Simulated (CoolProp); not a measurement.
Hexamethyldisiloxane (MM) along the isobar 19.7 bar: Z from the reference equation and from simpler models built on Tc = 518.7 K, pc = 19.31 bar, ω = 0.418; each cubic takes its own stable root.

Values from CoolProp's reference Helmholtz-energy equation of state, Thol 2016.

| T (K) | phase | reference |
|---|---|---|
| 355.1 | liquid | 0.1544 |
| 362.5 | liquid | 0.1531 |
| 369.9 | liquid | 0.1519 |
| 377.3 | liquid | 0.1508 |
| 384.7 | liquid | 0.1498 |
| 392.2 | liquid | 0.1490 |
| 399.6 | liquid | 0.1483 |
| 407 | liquid | 0.1477 |
| 414.4 | liquid | 0.1473 |

Task: How far does each simpler model (van der Waals, Soave-Redlich-Kwong) lie from the reference over these 9 states: mean and median of the absolute difference, and the worst?

Result: 
- van der Waals: mean 60.9 %, median 60.9 %, worst +61.9 % at 355.1 K and 19.7 bar
- Soave-Redlich-Kwong: mean 6.7 %, median 6.5 %, worst +7.3 % at 414.4 K and 19.7 bar
